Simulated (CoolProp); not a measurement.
Computed with CoolProp (reference Helmholtz-energy equation of state, Thol 2019).

Question: For dodecamethylpentasiloxane (MD3M), give the phase and the Z, cp (kJ/(kg K)), speed of sound (m/s), isothermal compressibility (1/MPa) at 361.1 K and 4930 kPa; 375.7 K and 4930 kPa; 404.7 K and 4930 kPa.

Answer: 
- 361.1 K and 4930 kPa: liquid; Z 0.772, cp 1.85, speed of sound 799, isothermal compressibility 0.00222
- 375.7 K and 4930 kPa: liquid; Z 0.755, cp 1.88, speed of sound 761, isothermal compressibility 0.00247
- 404.7 K and 4930 kPa: liquid; Z 0.725, cp 1.93, speed of sound 690, isothermal compressibility 0.00309
